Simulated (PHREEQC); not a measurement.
Consider water at 25 °C with 3 mmol/kgw Cu(BF4)2 and 0.2 mmol/kgw H3BO3. Closed to the air; pH follows from the charge balance.

Computed with PHREEQC (ion-association model, phreeqc.dat).

The pH is 2.98. The ionic strength is 0.0100 mol/kgw and the total alkalinity comes out as -18.0 meq/kg.

```tsv
species	molality	activity	log γ
BF4-	0.00419	0.00378	-0.045
HF	0.00301	0.00302	0.001
Cu+2	0.00292	0.00198	-0.170
F-	0.00212	0.00191	-0.046
H3BO3	0.00127	0.00127	0.001
H+	0.00115	0.00105	-0.039
BF3OH-	0.000511	0.000461	-0.045
```

Precipitation was switched off in this run. Real BF4- forms and hydrolyses slowly; the run takes it at equilibrium.
